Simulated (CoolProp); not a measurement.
Tetrahydrofuran along the isotherm 207.45 °C: fugacity coefficient from the reference equation and from simpler models built on Tc = 267.0 °C, pc = 5304 kPa, ω = 0.234; each cubic takes its own stable root.

Model: reference Helmholtz-energy equation of state, Fiedler 2023, in CoolProp.

```csv
p (kPa),phase,reference
2410,liquid,0.7473
4820,liquid,0.3999
7230,liquid,0.2849
9640,liquid,0.2281
12100,liquid,0.1941
14500,liquid,0.1726
16900,liquid,0.1577
19300,liquid,0.1469
21700,liquid,0.1390
24100,liquid,0.1330
26500,liquid,0.1285
```

**Question.** How far does each simpler model (van der Waals, Redlich-Kwong, Soave-Redlich-Kwong, Peng-Robinson) lie from the reference over these 11 states: mean and median of the absolute difference, and the worst?

**Answer.** 
- van der Waals: mean 54.9 %, median 57.2 %, worst +80.9 % at 207.45 °C and 26500 kPa
- Redlich-Kwong: mean 16.6 %, median 17.6 %, worst +21.1 % at 207.45 °C and 26500 kPa
- Soave-Redlich-Kwong: mean 6.0 %, median 6.3 %, worst +8.7 % at 207.45 °C and 26500 kPa
- Peng-Robinson: mean 0.9 %, median 0.7 %, worst -1.9 % at 207.45 °C and 26500 kPa

At some of these states van der Waals, Redlich-Kwong gives the other phase, because its saturation line lies elsewhere.
